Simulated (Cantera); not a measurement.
An isothermal, constant-pressure homogeneous reactor starts with 0.125 % CO, 2.40 % O2, 1.63 % H2O, 95.8 % N2, equivalence ratio 0.026, at 1448 K and 113 Torr.

Model: GRI-Mech 3.0 (53 species, 325 reactions), integrated in Cantera.

**Question.** Predict: x(CO) at 2.00 s; x(O2) at 2.00 s; x(H2O) at 2.00 s; x(HO2) at 2.00 s; x(O) at 2.00 s; x(NO) at 2.00 s.

**Answer.** 
```json
{
  "x(CO) at 2.00 s": "7.00e-8 (gas-phase equilibrium 4.64e-8)",
  "x(O2) at 2.00 s": "0.0233 (gas-phase equilibrium 0.0232)",
  "x(H2O) at 2.00 s": "0.0163 (gas-phase equilibrium 0.0163)",
  "x(HO2) at 2.00 s": "6.82e-9 (gas-phase equilibrium 6.36e-9)",
  "x(O) at 2.00 s": "1.13e-6 (gas-phase equilibrium 7.72e-7)",
  "x(NO) at 2.00 s": "1.32e-7 (gas-phase equilibrium 0.000346)"
}
```
